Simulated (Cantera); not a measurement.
An isothermal, constant-pressure homogeneous reactor starts with CH₄ : N₂ = 1 : 11 (molar parts), at 1900 K and 0.0133 bar.

Model: GRI-Mech 3.0 (53 species, 325 reactions), integrated in Cantera. GRI-Mech 3.0 stops at C3 and has no aromatics, soot or wall deposition, so with more carbon than oxygen in the feed, carbon stays in small species such as C2H2 where larger ones or solid carbon would form. Radical loss at walls, strong at low pressure, is not modelled.

x: mole fraction; the columns are a selection and need not sum to one.

```
t (s)        x CH₄     x CH₃     x CH₂     x C₂H    x C₂H₄     x HCN      x H₂
--------  --------  --------  --------  --------  --------  --------  --------
5.00e-6     0.0833   1.10e-6    <1e-12    <1e-12    <1e-12    <1e-12   1.21e-7
1.66e-5     0.0833   4.36e-6  1.47e-11    <1e-12  1.71e-12    <1e-12   1.10e-6
5.52e-5     0.0833   1.82e-5  3.78e-10    <1e-12  1.41e-10    <1e-12   7.36e-6
0.000183    0.0833   6.82e-5   5.01e-9    <1e-12   1.29e-8    <1e-12   3.23e-5
0.000610    0.0831  0.000234   4.71e-8    <1e-12   7.01e-7  7.50e-12  0.000117
0.00203     0.0825  0.000780   4.22e-7  7.70e-11   2.81e-5  1.81e-10  0.000451
0.00673     0.0785   0.00242   3.31e-6         …  0.000863   9.63e-9   0.00355
0.0224      0.0464   0.00343   9.94e-6         …   0.00380   9.96e-7    0.0444
0.0743      0.0119   0.00119   5.95e-6         …  0.000269   9.22e-6    0.0973
0.247      0.00173  0.000277   2.55e-6         …   1.10e-5   3.17e-5     0.112
0.820     0.000152   4.13e-5   6.76e-7         …   9.43e-7   8.04e-5     0.114
2.73       8.26e-6   3.19e-6   7.49e-8   9.70e-6   7.13e-7  0.000130     0.114
9.06       6.94e-7   2.84e-7   7.05e-9   1.03e-5   7.03e-7  0.000142     0.114
30.1       6.86e-7   2.81e-7   6.97e-9   1.03e-5   7.03e-7  0.000152     0.114
100        7.28e-7   2.98e-7   7.40e-9   1.02e-5   7.03e-7  0.000184     0.114
```

Q: Complete the blanks.

A: 
- 0.00673, x C₂H: 1.80e-8
- 0.0224, x C₂H: 7.64e-7
- 0.0743, x C₂H: 2.21e-6
- 0.247, x C₂H: 3.97e-6
- 0.820, x C₂H: 6.83e-6
